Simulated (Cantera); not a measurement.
Input: 1 mol SiC, 0.019 mol CO₂, 5.5 mol H₂, 2.2 mol H₂O, at 0.230 Pa.

Equilibrium computed with Cantera from the NASA thermochemical tables; the gas is ideal and each condensed phase is pure. Candidate condensed phases: C, C₆H₆, C₇H₈, C₈H₁₈, H₂O, Si, SiC, SiO₂; 123 gas species. Kinetics and transport are ignored. All values below are at 1600 K.

Base state: H₂ 0.743, CO 0.102, SiO 0.101, H 0.0309, H₂O 0.0212, CO₂ 0.000969, OH 3.45e-5 (mole fractions); condensed: gas only.

Problem. What changes in the equilibrium state with this change: pressure from 0.230 Pa to 3.30 bar?

Solution. 
| species | before | after |
|---|---|---|
| H₂ | 0.743 | 0.964 |
| CO | 0.102 | 0.0305 |
| CH₄ | <1e-9 | 0.00501 |
| SiO | 0.101 | 8.84e-5 |
| H | 0.0309 | 2.94e-5 |
| H₂O | 0.0212 | 8.48e-5 |
| OH | 3.45e-5 | <1e-9 |
| C₂H₂ (acetylene) | <1e-9 | 2.65e-5 |
| C(graphite), mol | 0 | 0.736 |
| SiC(s), mol | 0 | 0.00144 |
| SiO₂(β-quartz), mol | 0 | 0.998 |
Mutual solubility and eutectic melting of coexisting phases are not modelled. The tables hold silica as quartz up to 1696 K and as liquid above; real silica turns to tridymite and cristobalite and melts near 1996 K.
